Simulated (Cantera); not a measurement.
FeS + H2 (hydrogen reduction and annealing atmospheres)

Feed: 1 mol FeS, 68 mol H2, held at 10.0 mbar.

Equilibrium computed with Cantera from the NASA thermochemical tables; the gas is ideal and each condensed phase is pure. Candidate condensed phases: Fe, FeS, FeS2, S; 8 gas species. Metal and sulfide melt together well below either melting point, which pure phases cannot show. Mutual solubility and eutectic melting of coexisting phases are not modelled. FeS: taken at fixed stoichiometry. Gases not in the tables: S3 to S7. Kinetics and transport are ignored.

```
T (K)   x H2     x H2S      x Fe       x H      x S2      x SH       x S  n Fe(α)  n FeS(s)  n Fe(γ)  n Fe(δ)  n Fe(l)
-----  -----  --------  --------  --------  --------  --------  --------  -------  --------  -------  -------  -------
848    1.000  0.000269    <1e-12  1.90e-10  8.23e-12  4.70e-10    <1e-12   0.0183     0.982        0        0        0
948    0.999  0.000714    <1e-12   5.24e-9  8.46e-10   1.46e-8    <1e-12   0.0486     0.951        0        0        0
1048   0.998   0.00158  1.40e-11   7.72e-8   3.66e-8   2.36e-7  4.35e-11    0.108     0.892        0        0        0
1148   0.997   0.00310  7.98e-10   7.15e-7   8.57e-7   2.41e-6   1.83e-9    0.211     0.789        0        0        0
1248   0.995   0.00546   2.33e-8   4.66e-6   1.21e-5   1.69e-5   4.24e-8        0     0.626    0.374        0        0
1348   0.991   0.00875   4.08e-7   2.30e-5  0.000115   8.83e-5   6.13e-7        0     0.383    0.617        0        0
1448   0.986    0.0128   4.77e-6   9.15e-5  0.000759  0.000358   6.00e-6        0         0    1.000        0        0
1548   0.986    0.0110   4.03e-5  0.000306   0.00147  0.000742   2.68e-5        0         0    0.997        0        0
1648   0.986   0.00881  0.000261  0.000884   0.00223   0.00130   9.18e-5        0         0    0.982        0        0
1748   0.985   0.00676   0.00135   0.00227   0.00281   0.00198  0.000255        0         0        0    0.908        0
1848   0.978   0.00502   0.00570   0.00524   0.00308   0.00272  0.000602        0         0        0        0    0.607
```
x: gas mole fraction; n: condensed amount in mol.

From 848 K to 1148 K the condensed part is Fe(α) + FeS(s). From 1248 K to 1348 K the condensed part is Fe(γ) + FeS(s). From 1448 K to 1648 K the condensed part is Fe(γ). At 1748 K the condensed part is Fe(δ). At 1848 K the condensed part is Fe(l).
